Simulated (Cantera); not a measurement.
An isothermal, constant-pressure homogeneous reactor starts with 6.74 % H2, 5.18 % O2, 88.1 % N2, at 900 K and 0.120 bar.

Cantera simulation using the H2/O2 subset of GRI-Mech 3.0, which has no nitrogen chemistry; the numbers are that mechanism's predictions, not measurements. Radical loss at walls, strong at low pressure, is not modelled. Below about 950 K walls govern HO2 and H2O2 in real vessels. The temperature is held fixed by assumption; the heat of reaction is taken as removed at once.

x: mole fraction; the columns are a selection and need not sum to one.

| t (s) | x H2 | x O2 | x HO2 | x H | x H2O |
|---|---|---|---|---|---|
| 0.000300 | 0.0674 | 0.0518 | 4.89e-12 | 5.04e-12 | 1.71e-12 |
| 0.000563 | 0.0674 | 0.0518 | 1.04e-11 | 1.26e-11 | 8.02e-12 |
| 0.00106 | 0.0674 | 0.0518 | 2.73e-11 | 4.39e-11 | 4.57e-11 |
| 0.00198 | 0.0674 | 0.0518 | 1.40e-10 | 3.18e-10 | 4.39e-10 |
| 0.00371 | 0.0674 | 0.0518 | 4.16e-9 | (withheld) | 1.63e-8 |
| 0.00696 | 0.0673 | 0.0518 | 2.36e-6 | (withheld) | 1.34e-5 |
| 0.0131 | 0.0104 | 0.0252 | 4.00e-6 | (withheld) | 0.0546 |
| 0.0245 | 0.00112 | 0.0193 | 2.90e-6 | (withheld) | 0.0684 |
| 0.0459 | 0.000438 | 0.0190 | 2.18e-6 | (withheld) | 0.0692 |
| 0.0862 | 0.000216 | 0.0189 | 1.63e-6 | (withheld) | 0.0695 |
| 0.162 | 0.000105 | 0.0188 | 1.13e-6 | (withheld) | 0.0696 |
| 0.303 | 4.73e-5 | 0.0188 | 6.84e-7 | (withheld) | 0.0697 |
| 0.569 | 1.90e-5 | 0.0188 | 3.42e-7 | (withheld) | 0.0697 |
| 1.07 | 6.36e-6 | 0.0188 | 1.32e-7 | (withheld) | 0.0697 |
| 2.00 | 1.66e-6 | 0.0188 | 3.81e-8 | (withheld) | 0.0697 |

Question: Some entries are withheld; supply them.

Answer: 
- 0.00371, x H: 1.09e-8
- 0.00696, x H: 8.49e-6
- 0.0131, x H: 0.00735
- 0.0245, x H: 0.000167
- 0.0459, x H: 1.42e-5
- 0.0862, x H: 3.25e-6
- 0.162, x H: 8.79e-7
- 0.303, x H: 2.34e-7
- 0.569, x H: 5.82e-8
- 1.07, x H: 1.27e-8
- 2.00, x H: 2.23e-9
